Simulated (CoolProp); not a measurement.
Saturation properties of benzene (Tc = 562.0 K, pc = 4.906 MPa, ω = 0.211).

Computed with CoolProp (reference Helmholtz-energy equation of state, Thol 2012).

```tsv
T (K)	p (MPa)	vapour Z	surface tension (mN/m)	vapour viscosity (µPa s)	liquid conductivity (mW/(m K))
295	0.01096	0.9935	28.6	7.48	142
323.2	0.03627	0.9839	24.9	8.16	133
351.5	0.09608	0.9673	21.3	8.83	124
379.7	0.2144	0.9421	17.8	9.48	116
408	0.4224	0.9072	14.4	10.1	107
436.3	0.7546	0.8613	11.2	10.8	99.1
464.5	1.248	0.8030	8.16	11.5	91.0
492.8	1.948	0.7285	5.31	12.3	82.8
```

It boils at 353.2 K under 1 atm.

Viscosity comes from a separate model (Avgeri 2014). Thermal conductivity comes from a separate model (Assael 2012). Surface tension comes from a separate correlation (Mulero 2012).
